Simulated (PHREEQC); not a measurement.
Make-up at 25 °C: 3.6 mol/kgw NaBr, 0.074 mol/kgw BaCl2 and 0.0016 mol/kgw H4SiO4. Closed to the air; pH follows from the charge balance.

Model: Pitzer model, pitzer.dat, run in PHREEQC.

| Property | Value |
|---|---|
| pH | 5.66 |
| ionic strength | 3.82 mol/kgw |
| activity of water | 0.854 |
| density | 1.258 g/cm³ |
| osmotic coefficient | 1.176 |

| species | molality | activity | log γ |
|---|---|---|---|
| Br- | 3.60 | 2.44 | -0.168 |
| Na+ | 3.60 | 4.25 | 0.072 |
| Cl- | 0.148 | 0.0852 | -0.240 |
| Ba+2 | 0.0740 | 0.0522 | -0.151 |
| H4SiO4 | 0.00160 | 0.00240 | 0.177 |
| H+ | 6.82e-7 | 2.17e-6 | 0.504 |
| H3SiO4- | 6.69e-7 | 1.63e-7 | -0.613 |
| OH- | 1.30e-8 | 3.98e-9 | -0.516 |

This is a speciation only: nothing precipitates in the calculation. The solution is supersaturated, for example in SiO2(a), so a real one may precipitate; this is no full list. Species that the database lacks are ignored. In brines, pH and single-ion activities rest on the MacInnes convention.
